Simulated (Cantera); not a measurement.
An adiabatic, constant-pressure homogeneous reactor starts with CH4 : O2 : N2 = 1 : 1.05 : 3.96 (molar parts), equivalence ratio 1.9, at 1675 K and 2.40 bar. Integrator tolerance rtol = 1e-08.

Detailed kinetics in Cantera: GRI-Mech 3.0 (53 species, 325 reactions).

What does this change do: pressure from 2.40 bar to 1.00 bar?


| quantity | before | after |
|---|---|---|
| time of steepest temperature rise | 0.157 ms | 0.312 ms |
| temperature at 0.200 s | 2694 K | 2657 K |
| equilibrium temperature | 2694 K | 2657 K |
| x(CH4) at 0.200 s | 2.32e-11 (gas-phase equilibrium 2.61e-11) | 4.46e-12 (gas-phase equilibrium 5.04e-12) |
| x(O2) at 0.200 s | 7.76e-5 (gas-phase equilibrium 7.76e-5) | 0.000135 (gas-phase equilibrium 0.000135) |
| x(NO) at 0.200 s | 0.000515 (gas-phase equilibrium 0.000515) | 0.000641 (gas-phase equilibrium 0.000641) |
| x(OH) at 0.200 s | 0.00329 (gas-phase equilibrium 0.00329) | 0.00422 (gas-phase equilibrium 0.00422) |
| x(H2O2) at 0.200 s | 1.91e-8 (gas-phase equilibrium 1.91e-8) | 1.50e-8 (gas-phase equilibrium 1.50e-8) |
| x(H2) at 0.200 s | 0.142 (gas-phase equilibrium 0.142) | 0.140 (gas-phase equilibrium 0.140) |

What does this change do: 0.018 parts C2H6 added?


```tsv
quantity	before	after
time of steepest temperature rise	0.157 ms	0.102 ms
temperature at 0.200 s	2694 K	2670 K
equilibrium temperature	2694 K	2670 K
x(CH4) at 0.200 s	2.32e-11 (gas-phase equilibrium 2.61e-11)	3.34e-11 (gas-phase equilibrium 3.75e-11)
x(O2) at 0.200 s	7.76e-5 (gas-phase equilibrium 7.76e-5)	5.11e-5 (gas-phase equilibrium 5.11e-5)
x(NO) at 0.200 s	0.000515 (gas-phase equilibrium 0.000515)	0.000400 (gas-phase equilibrium 0.000400)
x(OH) at 0.200 s	0.00329 (gas-phase equilibrium 0.00329)	0.00272 (gas-phase equilibrium 0.00272)
x(H2O2) at 0.200 s	1.91e-8 (gas-phase equilibrium 1.91e-8)	1.42e-8 (gas-phase equilibrium 1.42e-8)
x(H2) at 0.200 s	0.142 (gas-phase equilibrium 0.142)	0.152 (gas-phase equilibrium 0.152)
```
